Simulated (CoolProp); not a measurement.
A Linde-Hampson liquefier for methane: isothermal reversible compression at 280 K from 1 atm to 15 MPa, throttling to 1 atm, return gas leaving the recuperator 0 K below the feed. Each further row changes one setting.

The numbers come from the reference Helmholtz-energy equation of state, Setzmann 1991 in CoolProp.

```tsv
case	liquid yield per pass	compression work (kJ/kg of gas)
as stated	0.196	682
high pressure 30 MPa	0.277	763
warm-end temperature 310 K	0.142	772
warm-end gap 5 K	0.186	682
```
